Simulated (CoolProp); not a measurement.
R13 at several states: fugacity coefficient from the reference equation and from simpler models built on Tc = 303.0 K, pc = 3.973 MPa, ω = 0.175; each cubic takes its own stable root.

The numbers come from the reference Helmholtz-energy equation of state, Platzer 1990 in CoolProp. This equation is an older, rougher fit; its heat capacities, sound speeds and derivatives of the liquid may be far off and weren't checked against measurements.

| T (K) | p (MPa) | phase | reference |
|---|---|---|---|
| 243.3 | 0.673 | gas | 0.8814 |
| 298.8 | 7.23 | liquid | 0.3955 |
| 410.9 | 0.0649 | gas | 0.9981 |
| 223.3 | 0.0167 | gas | 0.9961 |

How far does each simpler model (van der Waals, Redlich-Kwong, Peng-Robinson) lie from the reference over these 4 states: mean and median of the absolute difference, and the worst?


- van der Waals: mean 4.5 %, median 2.0 %, worst +13.8 % at 298.8 K and 7.23 MPa
- Redlich-Kwong: mean 1.3 %, median 0.7 %, worst +3.8 % at 298.8 K and 7.23 MPa
- Peng-Robinson: mean 0.5 %, median 0.0 %, worst -2.1 % at 298.8 K and 7.23 MPa
